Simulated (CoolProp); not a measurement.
Properties of carbonyl sulfide along the isotherm 195.9 K.

Values from CoolProp's reference Helmholtz-energy equation of state, Lemmon 2006. It is a short technical equation, of lower accuracy than the large ones.

```json
[
 {"p (bar)": "6.37", "phase": "liquid", "Z": "…", "cv (kJ/(kg K))": "0.7197", "isothermal compressibility (1/MPa)": "0.0009696", "fugacity coefficient": "0.03750"},
 {"p (bar)": "12.7", "phase": "liquid", "Z": "0.03802", "cv (kJ/(kg K))": "0.7199", "isothermal compressibility (1/MPa)": "0.0009635", "fugacity coefficient": "0.01917"},
 {"p (bar)": "19.1", "phase": "liquid", "Z": "0.05714", "cv (kJ/(kg K))": "0.7202", "isothermal compressibility (1/MPa)": "0.0009574", "fugacity coefficient": "0.01299"},
 {"p (bar)": "25.5", "phase": "liquid", "Z": "0.07624", "cv (kJ/(kg K))": "0.7205", "isothermal compressibility (1/MPa)": "…", "fugacity coefficient": "0.009921"},
 {"p (bar)": "31.8", "phase": "liquid", "Z": "…", "cv (kJ/(kg K))": "0.7207", "isothermal compressibility (1/MPa)": "0.0009455", "fugacity coefficient": "0.008106"},
 {"p (bar)": "38.2", "phase": "liquid", "Z": "0.1141", "cv (kJ/(kg K))": "0.7210", "isothermal compressibility (1/MPa)": "0.0009397", "fugacity coefficient": "0.006879"},
 {"p (bar)": "44.6", "phase": "liquid", "Z": "0.1331", "cv (kJ/(kg K))": "0.7213", "isothermal compressibility (1/MPa)": "0.0009339", "fugacity coefficient": "0.006005"},
 {"p (bar)": "51", "phase": "liquid", "Z": "0.1521", "cv (kJ/(kg K))": "0.7215", "isothermal compressibility (1/MPa)": "0.0009282", "fugacity coefficient": "0.005353"},
 {"p (bar)": "57.3", "phase": "liquid", "Z": "0.1708", "cv (kJ/(kg K))": "0.7218", "isothermal compressibility (1/MPa)": "0.0009227", "fugacity coefficient": "0.004855"},
 {"p (bar)": "63.7", "phase": "liquid", "Z": "0.1898", "cv (kJ/(kg K))": "0.7220", "isothermal compressibility (1/MPa)": "0.0009171", "fugacity coefficient": "0.004451"},
 {"p (bar)": "70.1", "phase": "liquid", "Z": "0.2087", "cv (kJ/(kg K))": "0.7223", "isothermal compressibility (1/MPa)": "0.0009117", "fugacity coefficient": "0.004122"},
 {"p (bar)": "76.4", "phase": "liquid", "Z": "0.2273", "cv (kJ/(kg K))": "0.7226", "isothermal compressibility (1/MPa)": "0.0009064", "fugacity coefficient": "0.003854"},
 {"p (bar)": "82.8", "phase": "liquid", "Z": "…", "cv (kJ/(kg K))": "0.7228", "isothermal compressibility (1/MPa)": "0.0009010", "fugacity coefficient": "0.003625"},
 {"p (bar)": "89.2", "phase": "liquid", "Z": "0.2651", "cv (kJ/(kg K))": "0.7231", "isothermal compressibility (1/MPa)": "0.0008958", "fugacity coefficient": "0.003429"},
 {"p (bar)": "95.5", "phase": "liquid", "Z": "0.2837", "cv (kJ/(kg K))": "0.7234", "isothermal compressibility (1/MPa)": "0.0008907", "fugacity coefficient": "0.003263"}
]
```

Q: Fill in the missing entries.

A: 
- 6.37, Z: 0.01908
- 25.5, isothermal compressibility (1/MPa): 0.0009514
- 31.8, Z: 0.09502
- 82.8, Z: 0.2463
